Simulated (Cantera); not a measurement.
## Adiabatic ignition

An adiabatic, constant-volume homogeneous reactor starts with CO : H2 : O2 : N2 = 1 : 0.097 : 0.457 : 1.72 (molar parts), equivalence ratio 1.2, at 1623 K and 760 Torr.

Computed with Cantera and GRI-Mech 3.0 (53 species, 325 reactions).

```json
[
 {"t (s)": "2.00e-6", "T (K)": "1623", "P (bar)": "1.01", "x CO": "0.305", "x H2": "0.0296", "x O2": "0.140", "x N2O": "1.28e-12", "x H": "6.06e-7", "x CO2": "8.53e-7", "x O": "6.75e-7"},
 {"t (s)": "1.11e-5", "T (K)": "1623", "P (bar)": "1.01", "x CO": "0.305", "x H2": "0.0292", "x O2": "0.139", "x N2O": "4.32e-10", "x H": "0.000246", "x CO2": "0.000214", "x O": "0.000206"},
 {"t (s)": "6.16e-5", "T (K)": "2176", "P (bar)": "1.32", "x CO": "0.202", "x H2": "0.00352", "x O2": "0.0551", "x N2O": "2.52e-7", "x H": "0.0240", "x CO2": "0.112", "x O": "0.0449"},
 {"t (s)": "0.000342", "T (K)": "2933", "P (bar)": "1.70", "x CO": "0.170", "x H2": "0.00290", "x O2": "0.0438", "x N2O": "8.21e-7", "x H": "0.00597", "x CO2": "0.159", "x O": "0.0162"},
 {"t (s)": "0.00190", "T (K)": "2942", "P (bar)": "1.70", "x CO": "0.169", "x H2": "0.00292", "x O2": "0.0389", "x N2O": "1.00e-6", "x H": "0.00551", "x CO2": "0.161", "x O": "0.0141"},
 {"t (s)": "0.0105", "T (K)": "2942", "P (bar)": "1.70", "x CO": "0.169", "x H2": "0.00292", "x O2": "0.0389", "x N2O": "1.00e-6", "x H": "0.00550", "x CO2": "0.161", "x O": "0.0141"},
 {"t (s)": "0.0585", "T (K)": "2942", "P (bar)": "1.70", "x CO": "0.169", "x H2": "0.00292", "x O2": "0.0389", "x N2O": "1.00e-6", "x H": "0.00550", "x CO2": "0.161", "x O": "0.0141"},
 {"t (s)": "0.325", "T (K)": "2942", "P (bar)": "1.70", "x CO": "0.169", "x H2": "0.00292", "x O2": "0.0389", "x N2O": "1.00e-6", "x H": "0.00550", "x CO2": "0.161", "x O": "0.0141"},
 {"t (s)": "1.80", "T (K)": "2942", "P (bar)": "1.70", "x CO": "0.169", "x H2": "0.00292", "x O2": "0.0389", "x N2O": "1.00e-6", "x H": "0.00550", "x CO2": "0.161", "x O": "0.0141"},
 {"t (s)": "10.0", "T (K)": "2942", "P (bar)": "1.70", "x CO": "0.169", "x H2": "0.00292", "x O2": "0.0389", "x N2O": "1.00e-6", "x H": "0.00550", "x CO2": "0.161", "x O": "0.0141"}
]
```
x: mole fraction; the columns are a selection and need not sum to one.

| Item | Result |
|---|---|
| time of steepest temperature rise | 30.3 µs |
| temperature at 10.0 s | 2942 K |
| equilibrium temperature | 2942 K |
| x(CO) at 10.0 s | 0.169 (gas-phase equilibrium 0.169) |
| x(H2) at 10.0 s | 0.00292 (gas-phase equilibrium 0.00292) |
| x(O2) at 10.0 s | 0.0389 (gas-phase equilibrium 0.0389) |
